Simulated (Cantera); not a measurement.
Input: 1 mol Pb, 0.11 mol N2, equilibrated at 0.443 Torr.

Cantera equilibrium calculation (NASA polynomials, part measured and part estimated; ideal gas, pure solids and liquids). Candidate condensed phases: Pb; 4 gas species. Kinetics and transport are ignored.

x: gas mole fraction; n: condensed amount in mol.

```
T (K)    x N2        x Pb       x Pb2  n Pb(l)
-----  ------  ----------  ----------  -------
650      1.00     1.59e-7      <1e-12     1.00
750     1.000     1.61e-5      <1e-12    1.000
850     0.999    0.000539    1.19e-10    1.000
950     0.991  (withheld)  (withheld)    0.999
1050    0.921      0.0789     5.05e-7    0.991
1150    0.509       0.491     1.07e-5    0.894
1250   0.0991       0.901  (withheld)        0
1350   0.0991       0.901     1.41e-5        0
1450   0.0991       0.901     9.68e-6        0
1550   0.0991       0.901     6.97e-6        0
```

Question: What belongs in the gaps?

Answer: 
- 950, x Pb: 0.00853
- 950, x Pb2: 1.22e-8
- 1250, x Pb2: 2.18e-5
